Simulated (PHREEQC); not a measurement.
Consider water at 25 °C with 0.069 mol FeSO4, 0.049 mol CaCl2, 3.1e-05 mol H2SO4 and 0.011 mol NaCl per kg of water. Closed to the air; pH follows from the charge balance.

All values are PHREEQC results (ion-association model, wateq4f.dat), not measurements.

Precipitation was switched off in this run.

Task: Estimate the pH.

Result: pH 4.65.

Task: In which forms is Fe present?

Result: Fe+2 69 %, FeSO4 29 %, FeCl+ 2.8 % of the Fe.

The solution is supersaturated, for example in Gypsum, so a real one may precipitate; this is no full list.
